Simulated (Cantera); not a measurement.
# Thermodynamics of aluminium nitride and oxide growth, feed Al(CH₃)₃ + O₂ + H₂

Charge: 1 mol Al(CH₃)₃, 18 mol O₂, 100 mol H₂, at 0.100 bar.

Method: chemical equilibrium by Gibbs-energy minimisation in Cantera with the NASA 1993 tables (ideal gas, pure condensed phases). Candidate condensed phases: Al, Al₂O₃, C, C₆H₆, C₇H₈, C₈H₁₈, H₂O; 121 gas species. The feed counts by its element totals alone. Gases not in the tables: Al(OH)₃. Equilibrium is a limit: real reactors are often held back by kinetics, nucleation or transport.

```tsv
T (K)	x H₂	x H₂O	x CO	x CO₂	x CH₄	x H	x OH	n Al₂O₃(s)
750	0.670	0.301	0.00430	0.0118	0.0125	<1e-12	<1e-12	0.500
850	0.693	0.279	0.0122	0.0151	0.000641	5.39e-11	<1e-12	0.500
950	0.691	0.281	0.0161	0.0118	2.96e-5	1.46e-9	<1e-12	0.500
1050	0.688	0.284	0.0188	0.00913	2.24e-6	2.13e-8	2.80e-11	0.500
1150	0.686	0.286	0.0207	0.00724	2.57e-7	1.95e-7	4.92e-10	0.500
1250	0.685	0.287	0.0220	0.00590	4.08e-8	1.27e-6	5.47e-9	0.500
1350	0.684	0.288	0.0230	0.00493	8.43e-9	6.23e-6	4.26e-8	0.500
1450	0.683	0.289	0.0237	0.00421	2.16e-9	2.47e-5	2.51e-7	0.500
```
x: gas mole fraction; n: condensed amount in mol.

From 750 K to 1450 K the condensed part is Al₂O₃(s).
